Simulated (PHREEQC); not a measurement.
A solution holds 0.00105 mol/kgw NaOH, 0.0008 mol/kgw CO2 and 0.000345 mol/kgw Na2CO3, at 20 °C. Closed to the air; pH follows from the charge balance.

The numbers come from PHREEQC with the ion-association model, phreeqc.dat.

Precipitation was switched off in this run.

Q: Estimate the pH, ionic strength.

A: pH 10.17; ionic strength 0.00221 mol/kgw.

Q: In which forms is C present?

A: HCO3- 57 %, CO3-2 42 %, NaCO3- 0.9 % of the C.

Species that the database lacks are ignored.
